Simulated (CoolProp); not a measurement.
Vapour-liquid equilibrium of toluene (1) + n-dodecane (2) at 0.558 MPa; x and y are mole fractions of (1).

Model: multi-fluid Helmholtz-energy mixture model, Lemmon 2006 and Lemmon 2004; pair parameters Bell 2016, in CoolProp.

Task: Give the bubble temperature and the first vapour's composition at x = 0.65, 0.8, 0.95. Is there an azeotrope?

Result: x = 0.65: 482.1 K, y = 0.935; x = 0.8: 469.8 K, y = 0.972; x = 0.95: 460.0 K, y = 0.995. No azeotrope shows between x = 0.05 and 0.95.

The pair parameters rest on a limited set of measurements; away from them the model extrapolates.
